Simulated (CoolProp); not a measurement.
Vapour-liquid equilibrium of hexamethyldisiloxane (MM) (1) + toluene (2) at 0.563 MPa; x and y are mole fractions of (1).

The numbers come from the multi-fluid Helmholtz-energy mixture model, Thol 2016 and Lemmon 2006; pair parameters Bell 2016 in CoolProp.

```
x     bubble temperature (K)  y at the bubble point  dew temperature at overall composition x (K)  liquid density (mol/L)
----  ----------------------  ---------------------  --------------------------------------------  ----------------------
0.05                   456.5                  0.066                                         456.8                   7.220
0.15                   454.6                  0.188                                         455.2                   6.610
0.25                   452.8                  0.301                                         453.6                   6.075
0.35                   451.3                  0.404                                         452.1                   5.602
0.45                   450.0                  0.501                                         450.6                   5.181
0.55                   448.8                  0.592                                         449.3                   4.806
0.65                   447.9                  0.681                                         448.2                   4.470
0.75                   447.2                  0.769                                         447.3                   4.168
0.85                   446.6                  0.858                                         446.7                   3.895
0.95                   446.3                  0.951                                         446.3                   3.647
```

No azeotrope shows between x = 0.05 and 0.95.

Pair parameters are fitted to limited data, so mixtures are less certain than the pure fluids.
